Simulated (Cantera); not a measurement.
A Cantera script and what it prints.

```python
import numpy as np
import cantera as ct

gas_names = """
    CL CL2 H HCL H2 Si SiCL SiCL2 SiCL3 SiCL4 SiH SiHCL3 SiH2 SiH2CL2 SiH3 SiH3CL SiH4 Si2 Si3
""".split()
cond_names = """
    Si(cr) Si(L)
""".split()


# ... load() reads the species with a 1 bar reference pressure and builds the phases ...
atoms = {
    'SiCl4': {'Si': 1, 'CL': 4},
    'H2': {'H': 2},
}
top_T = {}  # K; cautious upper limits of use, not melting points


# ... equilibrate(T, P, feed) seeds the gas with the atoms and calls Mixture.equilibrate('TP', solver="vcs", rtol=1e-11, max_steps=5000) ...
results = []
feed = {'SiCl4': 1, 'H2': 200}  # mol
P = 330  # Pa
for T in [2098, 2148, 2198, 2248, 2298, 2348, 2398, 2448, 2498, 2548]:
    mix = equilibrate(T, P, feed)
    results.append((T, P, feed, dict(zip(mix.species_names, mix.species_moles))))
    x = sorted(zip(gas.X, gas.species_names), reverse=True)
    print(f"T = {T:g} K  P = {P:g} Pa  gas = {mix.phase_moles(0):.4g} mol")
    print("   x: " + "  ".join(f"{s} {v:.3e}" for v, s in x if v > 0.0001))
    print("   condensed (mol): " + ("  ".join(f"{mix.phase(i).name} {mix.phase_moles(i):.4g}"
          for i in range(1, mix.n_phases) if mix.phase_moles(i) > 1e-12) or "none"))
```

Output:

```
T = 2098 K  P = 330 Pa  gas = 208.4 mol
   x: H2 9.248e-01  H 5.151e-02  HCL 1.818e-02  Si 4.454e-03  CL 7.455e-04  SiH 1.341e-04
   condensed (mol): none
T = 2148 K  P = 330 Pa  gas = 210.3 mol
   x: H2 9.073e-01  H 6.911e-02  HCL 1.785e-02  Si 4.489e-03  CL 9.951e-04  SiH 1.206e-04
   condensed (mol): none
T = 2198 K  P = 330 Pa  gas = 212.8 mol
   x: H2 8.854e-01  H 9.122e-02  HCL 1.738e-02  Si 4.488e-03  CL 1.303e-03  SiH 1.078e-04
   condensed (mol): none
T = 2248 K  P = 330 Pa  gas = 216 mol
   x: H2 8.584e-01  H 1.185e-01  HCL 1.677e-02  Si 4.460e-03  CL 1.676e-03
   condensed (mol): none
T = 2298 K  P = 330 Pa  gas = 219.9 mol
   x: H2 8.258e-01  H 1.515e-01  HCL 1.602e-02  Si 4.408e-03  CL 2.117e-03
   condensed (mol): none
T = 2348 K  P = 330 Pa  gas = 224.7 mol
   x: H2 7.871e-01  H 1.907e-01  HCL 1.513e-02  Si 4.334e-03  CL 2.628e-03
   condensed (mol): none
T = 2398 K  P = 330 Pa  gas = 230.6 mol
   x: H2 7.421e-01  H 2.363e-01  HCL 1.411e-02  Si 4.240e-03  CL 3.205e-03
   condensed (mol): none
T = 2448 K  P = 330 Pa  gas = 237.7 mol
   x: H2 6.909e-01  H 2.881e-01  HCL 1.297e-02  Si 4.127e-03  CL 3.839e-03
   condensed (mol): none
T = 2498 K  P = 330 Pa  gas = 246.1 mol
   x: H2 6.342e-01  H 3.455e-01  HCL 1.173e-02  CL 4.515e-03  Si 3.998e-03
   condensed (mol): none
T = 2548 K  P = 330 Pa  gas = 255.8 mol
   x: H2 5.729e-01  H 4.075e-01  HCL 1.041e-02  CL 5.213e-03  Si 3.855e-03
   condensed (mol): none
```

These are equilibrium values from Cantera (NASA tables, ideal gas, pure condensed phases), not measurements of a reactor. The tables' values for SiCl are old estimates; treat these amounts as uncertain. Gases not in the tables: Si2H6 and higher silanes.
